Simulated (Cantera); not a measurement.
Cantera run:

```python
import numpy as np
import cantera as ct

gas_names = [...]  # 77 gases of nasa_gas.yaml made of C, H, Ti
cond_names = """
    C(gr) C6H6(L) C7H8(L) C8H18(L),n-octa Ti(a) Ti(b) Ti(L) TiC(s) TiC(L)
""".split()


# ... load() reads the species with a 1 bar reference pressure and builds the phases ...
atoms = {
    'Ti': {'Ti': 1},
    'C3H8': {'C': 3, 'H': 8},
    'H2': {'H': 2},
}
top_T = {'C(gr)': 4500}  # K; cautious upper limits of use, not melting points


# ... equilibrate(T, P, feed) seeds the gas with the atoms and calls Mixture.equilibrate('TP', solver="vcs", rtol=1e-11, max_steps=5000) ...
results = []
feed = {'Ti': 1, 'C3H8': 2.7, 'H2': 3.8}  # mol
T = 1273  # K
P = 150  # Pa
mix = equilibrate(T, P, feed)
results.append((T, P, feed, dict(zip(mix.species_names, mix.species_moles))))
print(gas.report(threshold=1e-06))
for i in range(1, mix.n_phases):
    print(f"{mix.phase(i).name:16s} {mix.phase_moles(i):12.5e} mol")
```

Output:

```
       temperature   1273 K
          pressure   150 Pa
           density   2.8573e-05 kg/m^3
  mean mol. weight   2.0162 kg/kmol
   phase of matter   gas

                          1 kg             1 kmol
                     ---------------   ---------------
          enthalpy        1.4432e+07        2.9098e+07  J
   internal energy        9.1823e+06        1.8513e+07  J
           entropy        1.1295e+05        2.2773e+05  J/K
    Gibbs function       -1.2935e+08        -2.608e+08  J
 heat capacity c_p             15580             31412  J/K
 heat capacity c_v             11456             23097  J/K

                      mass frac. Y      mole frac. X     chem. pot. / RT
                     ---------------   ---------------   ---------------
               CH4        0.00011211         1.409e-05           -51.179
                 H        9.2052e-06        1.8412e-05            -12.32
                H2           0.99987           0.99997            -24.64
     [  +74 minor]        4.8687e-06        3.7896e-07

C(gr)             7.09978e+00 mol
Ti(b)             0.00000e+00 mol
TiC(s)            1.00000e+00 mol
```

Cantera equilibrium calculation (NASA polynomials, part measured and part estimated; ideal gas, pure solids and liquids). TiC: taken at fixed stoichiometry.
